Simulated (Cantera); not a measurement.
Feed: 1 mol V, 3.7 mol O2, 350 mol H2, held at 2698 K and 6.60 bar.

Equilibrium computed with Cantera from the NASA thermochemical tables; the gas is ideal and each condensed phase is pure. Candidate condensed phases: H2O, V, VO, V2O3, V2O4, V2O5; 12 gas species. VO: taken at fixed stoichiometry. Kinetics and transport are ignored.

Base state: H2 0.960, H 0.0215, H2O 0.0178, VO 0.000365, VO2 0.000301, OH 0.000102, V 7.96e-5 (mole fractions); condensed: VO(l).

Problem. What changes in the equilibrium state with this change: pressure from 6.60 bar to 1.80 mbar?

Solution. 
| species | before | after |
|---|---|---|
| H | 0.0215 | 0.705 |
| H2 | 0.960 | 0.282 |
| O | 1.45e-6 | 0.00433 |
| H2O | 0.0178 | 0.00423 |
| VO | 0.000365 | 0.000943 |
| O2 | 1.08e-8 | 2.63e-5 |
| OH | 0.000102 | 0.00271 |
| V | 7.96e-5 | 0.000253 |
| VO(l), mol | 0.736 | 0 |
